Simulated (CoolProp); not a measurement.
Vapour-liquid equilibrium of CH2F2 (R32) (1) + dimethyl ether (2) at 0.873 MPa; x and y are mole fractions of (1).

Computed with CoolProp (multi-fluid Helmholtz-energy mixture model, Tillner-Roth 1997 and Wu 2011; pair parameters Bell 2016).

```json
[
 {"x": "0.05", "bubble temperature, mixture model (K)": "309.8", "bubble temperature, Raoult's law (K)": "309.1", "y, mixture model": "0.102", "y, Raoult's law": "0.129"},
 {"x": "0.125", "bubble temperature, mixture model (K)": "306.0", "bubble temperature, Raoult's law (K)": "304.7", "y, mixture model": "0.242", "y, Raoult's law": "0.288"},
 {"x": "0.2", "bubble temperature, mixture model (K)": "302.2", "bubble temperature, Raoult's law (K)": "300.8", "y, mixture model": "0.366", "y, Raoult's law": "0.416"},
 {"x": "0.275", "bubble temperature, mixture model (K)": "298.7", "bubble temperature, Raoult's law (K)": "297.4", "y, mixture model": "0.474", "y, Raoult's law": "0.521"},
 {"x": "0.35", "bubble temperature, mixture model (K)": "295.3", "bubble temperature, Raoult's law (K)": "294.2", "y, mixture model": "0.567", "y, Raoult's law": "0.609"},
 {"x": "0.425", "bubble temperature, mixture model (K)": "292.2", "bubble temperature, Raoult's law (K)": "291.3", "y, mixture model": "0.646", "y, Raoult's law": "0.682"},
 {"x": "0.5", "bubble temperature, mixture model (K)": "289.4", "bubble temperature, Raoult's law (K)": "288.7", "y, mixture model": "0.715", "y, Raoult's law": "0.745"},
 {"x": "0.575", "bubble temperature, mixture model (K)": "286.8", "bubble temperature, Raoult's law (K)": "286.3", "y, mixture model": "0.773", "y, Raoult's law": "0.799"},
 {"x": "0.65", "bubble temperature, mixture model (K)": "284.4", "bubble temperature, Raoult's law (K)": "284.0", "y, mixture model": "0.824", "y, Raoult's law": "0.846"},
 {"x": "0.725", "bubble temperature, mixture model (K)": "282.2", "bubble temperature, Raoult's law (K)": "281.9", "y, mixture model": "0.869", "y, Raoult's law": "0.887"},
 {"x": "0.8", "bubble temperature, mixture model (K)": "280.2", "bubble temperature, Raoult's law (K)": "280.0", "y, mixture model": "0.908", "y, Raoult's law": "0.923"},
 {"x": "0.875", "bubble temperature, mixture model (K)": "278.3", "bubble temperature, Raoult's law (K)": "278.2", "y, mixture model": "0.945", "y, Raoult's law": "0.955"},
 {"x": "0.95", "bubble temperature, mixture model (K)": "276.5", "bubble temperature, Raoult's law (K)": "276.5", "y, mixture model": "0.978", "y, Raoult's law": "0.983"}
]
```

The largest gap from Raoult's law is +1.4 K in bubble temperature, at x = 0.2. No azeotrope shows between x = 0.05 and 0.95.

The pair parameters rest on a limited set of measurements; away from them the model extrapolates.
